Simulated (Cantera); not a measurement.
Feed: 1 mol CaCO3, 0.18 mol C, 0.01 mol H2O, equilibrated at 1250 K and 0.140 bar.

Equilibrium computed with Cantera from the NASA thermochemical tables; the gas is ideal and each condensed phase is pure. Candidate condensed phases: C, C6H6, C7H8, C8H18, Ca, CaCO3, CaO, Ca(OH)2, H2O; 115 gas species. Equilibrium is a limit: real reactors are often held back by kinetics, nucleation or transport.

### Question
What is the equilibrium state?

### Answer
| Quantity | Result |
|---|---|
| x(CO2) | 0.691 |
| x(CO) | 0.301 |
| x(H2O) | 0.00657 |
| x(H2) | 0.00183 |
| n(CaO(s)) | 1.00 mol |
| gas amount | 1.190 mol |
| log10 activity of C(graphite) (absent) | -3.75 |
| log10 activity of Ca(l) (absent) | -14.12 |
